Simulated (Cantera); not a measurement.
Charge: 1 mol CO₂, 0.85 mol H₂, a varied amount of O₂, equilibrated at 1350 K and 2.20 bar.

Cantera equilibrium calculation (NASA polynomials, part measured and part estimated; ideal gas, pure solids and liquids). Candidate condensed phases: C, C₆H₆, C₇H₈, C₈H₁₈, H₂O; 110 gas species. Kinetics and transport are ignored.

**Question.** At 0.77 mol O₂, list the 4 most abundant gas species with their mole fractions, and the condensed phases.

**Answer.** CO₂ 0.456, H₂O 0.387, O₂ 0.157, OH 2.76e-5. Condensed: gas only.
